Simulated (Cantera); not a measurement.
**n-butane + CO2 + H2 + O2 (carbon deposition, reforming and gasification)**

Input: 1 mol n-butane, 3.1 mol CO2, 7.6 mol H2, 0.058 mol O2, at 44.0 bar.

Cantera equilibrium calculation (NASA polynomials, part measured and part estimated; ideal gas, pure solids and liquids). Candidate condensed phases: C, C6H6, C7H8, C8H18, H2O; 110 gas species. The ideal-gas law is rough above about 30 bar. The numbers say what is thermodynamically allowed, not how fast it happens.

| T (°C) | log p H2O | log p CH4 | log p H2 | log p CO | log p CO2 | log p C2H6 | log p C2H4 | n C(graphite) |
|---|---|---|---|---|---|---|---|---|
| 475 | 1.29 | 1.25 | 0.36 | -1.06 | 0.66 | -2.89 | -6.20 | 2.17 |
| 500 | 1.28 | 1.24 | 0.46 | -0.86 | 0.67 | -2.84 | -5.92 | 2.15 |
| 525 | 1.26 | 1.23 | 0.55 | -0.67 | 0.68 | -2.79 | -5.66 | 2.14 |
| 550 | 1.25 | 1.22 | 0.63 | -0.50 | 0.69 | -2.75 | -5.42 | 2.13 |
| 575 | 1.24 | 1.21 | 0.70 | -0.33 | 0.69 | -2.71 | -5.19 | 2.13 |
| 600 | 1.22 | 1.20 | 0.77 | -0.18 | 0.69 | -2.68 | -4.98 | 2.12 |
| 625 | 1.20 | 1.18 | 0.84 | -0.04 | 0.69 | -2.66 | -4.78 | 2.12 |
| 650 | 1.18 | 1.17 | 0.90 | 0.10 | 0.69 | -2.64 | -4.60 | 2.11 |
| 675 | 1.16 | 1.15 | 0.96 | 0.22 | 0.68 | -2.63 | -4.43 | 2.09 |
| 700 | 1.14 | 1.12 | 1.01 | 0.34 | 0.67 | -2.62 | -4.27 | 2.06 |
| 725 | 1.11 | 1.10 | 1.05 | 0.44 | 0.66 | -2.62 | -4.12 | 2.02 |
| 750 | 1.08 | 1.07 | 1.10 | 0.54 | 0.64 | -2.62 | -3.99 | 1.96 |
| 775 | 1.04 | 1.04 | 1.14 | 0.63 | 0.61 | -2.63 | -3.86 | 1.88 |
| 800 | 1.00 | 1.01 | 1.17 | 0.71 | 0.58 | -2.65 | -3.75 | 1.78 |
log p: log10 of the partial pressure in bar; n: condensed amount in mol.

From 475 °C to 800 °C the condensed part is C(graphite). The main C-bearing gas is CH4 throughout. The share of C in condensed phases is highest at 475 °C (30.6 %) and lowest at 800 °C (25.1 %).
